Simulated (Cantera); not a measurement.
An isothermal plug-flow reactor at 825 K and 2.10 bar (inlet), inlet velocity 3.2 m/s, active area per volume 700 1/m; feed H₂ : O₂ : N₂ : H₂O = 0.0092 : 0.017 : 0.79 : 0.015 (molar parts), equivalence ratio 0.27.

Model: Deutschmann's 1995 Pt surface mechanism with GRI-Mech 3.0 gas chemistry, integrated in Cantera. Catalytic surfaces can have several steady states; this one follows from the mechanism file's or the stated starting coverage. Mass transfer to the wall is taken as infinitely fast.

One state of this run: x H₂ = 0.000267; x O₂ = 0.0151; x H₂O = 0.0290; θ free Pt = 0.0882; θ O* = 0.905; θ OH* = 0.00656. x: gas mole fraction; θ: surface coverage.

Which value of z (m) does it belong to?
A. 0.0012
B. 0.0026
C. 0.00012
D. 5.6e-05

B, 0.0026
